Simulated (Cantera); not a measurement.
Feed: 1 mol Si, 0.99 mol Cl2, 32 mol H2, equilibrated at 500 K and 1.00 Torr.

Equilibrium computed with Cantera from the NASA thermochemical tables; the gas is ideal and each condensed phase is pure. Candidate condensed phases: Si; 19 gas species. The numbers say what is thermodynamically allowed, not how fast it happens.

What is the equilibrium state?


| Item | Value |
|---|---|
| x(H2) | 0.984 |
| x(SiCl4) | 0.0130 |
| x(SiHCl3) | 0.00301 |
| x(SiH2Cl2) | 2.40e-5 |
| x(HCl) | 6.76e-6 |
| n(Si(s)) | 0.480 mol |
| gas amount | 32.47 mol |
